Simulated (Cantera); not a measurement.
# Low-pressure radical oxidation in H2/O2

A perfectly stirred reactor is fed with 3.94 % H2, 96.1 % O2, equivalence ratio 0.021, at 20.0 Torr; it is held at 1225 K, and followed from long to short residence time.

Detailed kinetics in Cantera: the H2/O2 subset of GRI-Mech 3.0, which has no nitrogen chemistry. Radical loss at walls, strong at low pressure, is not modelled. The temperature is held fixed by assumption; the heat of reaction is taken as removed at once.

```csv
τ (s),x H2,x O2,x H2O2,x H,x OH,x HO2
21,1.37e-5,0.960,3.03e-8,2.81e-6,0.000259,3.74e-7
3.7,4.02e-5,0.959,5.39e-8,1.59e-5,0.000463,8.61e-7
0.67,0.000112,0.958,8.49e-8,8.49e-5,0.000814,1.73e-6
0.12,0.000305,0.954,1.20e-7,0.000422,0.00141,3.02e-6
0.021,0.000831,0.946,1.56e-7,0.00170,0.00235,4.49e-6
0.0038,0.00241,0.937,2.15e-7,0.00417,0.00356,5.64e-6
0.00069,0.00836,0.938,3.35e-7,0.00579,0.00494,6.17e-6
```
x: mole fraction; the columns are a selection and need not sum to one.
